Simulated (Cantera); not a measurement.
An isothermal, constant-pressure homogeneous reactor starts with 0.367 % H₂, 52.4 % O₂, 47.2 % N₂, equivalence ratio 0.0035, at 1325 K and 0.0263 atm.

Cantera simulation using the H2/O2 subset of GRI-Mech 3.0, which has no nitrogen chemistry; the numbers are that mechanism's predictions, not measurements. Radical loss at walls, strong at low pressure, is not modelled.

x: mole fraction; the columns are a selection and need not sum to one.

| t (s) | x H₂ | x O₂ | x H | x OH | x H₂O |
|---|---|---|---|---|---|
| 0.000200 | 0.00367 | 0.524 | 1.14e-9 | 5.75e-9 | 1.33e-9 |
| 0.000436 | 0.00367 | 0.524 | 2.08e-9 | 1.68e-8 | 8.28e-9 |
| 0.000950 | 0.00367 | 0.524 | 6.49e-9 | 6.82e-8 | 6.14e-8 |
| 0.00207 | 0.00367 | 0.524 | (withheld) | (withheld) | (withheld) |
| 0.00451 | 0.00350 | 0.524 | 7.97e-6 | 8.87e-5 | 0.000123 |
| 0.00983 | 4.55e-5 | 0.521 | 0.000102 | 0.000508 | 0.00332 |
| 0.0214 | (withheld) | 0.521 | (withheld) | 0.000400 | 0.00342 |
| 0.0467 | 8.90e-6 | 0.521 | 6.53e-5 | 0.000378 | 0.00344 |
| 0.102 | 7.09e-6 | 0.522 | 4.61e-5 | 0.000338 | 0.00347 |
| 0.222 | 4.65e-6 | 0.522 | 2.42e-5 | 0.000274 | 0.00352 |
| 0.483 | 2.31e-6 | 0.523 | 8.38e-6 | 0.000193 | 0.00357 |
| 1.05 | 8.64e-7 | 0.523 | 1.90e-6 | 0.000118 | 0.00362 |
| 2.29 | 2.65e-7 | 0.523 | 3.23e-7 | 6.58e-5 | 0.00364 |
| 5.00 | 7.61e-8 | 0.523 | 4.97e-8 | 3.53e-5 | 0.00366 |

**Question.** Some entries are withheld; supply them.

**Answer.** 
- 0.00207, x H: 6.36e-8
- 0.00207, x OH: 7.31e-7
- 0.00207, x H₂O: 9.26e-7
- 0.0214, x H₂: 9.96e-6
- 0.0214, x H: 7.77e-5
